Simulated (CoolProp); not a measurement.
Sulfur hexafluoride at 293.15 K and 4.34 MPa flows at 0.35 m/s in a round tube of 20 mm bore and 1.5 µm roughness, fully developed (64/Re and Nu = 3.66 if laminar; Colebrook and Gnielinski if turbulent). Each further row changes one setting.

Values from CoolProp's reference Helmholtz-energy equation of state, Guder 2009.

| case | Reynolds number | Darcy friction factor | pressure drop (Pa/m) | heat-transfer coefficient (W/(m² K)) | mass flow (kg/h) |
|---|---|---|---|---|---|
| as stated | 69400 | 0.0198 | 88.1 | 846 | 576 |
| velocity 0.7 m/s | 139000 | 0.0173 | 308 | 1530 | 1150 |
| diameter 40 mm | 139000 | 0.0171 | 38.0 | 756 | 2300 |

Viscosity comes from a separate model (Quiñones-Cisneros 2012). Thermal conductivity comes from a separate model (Assael 2012).
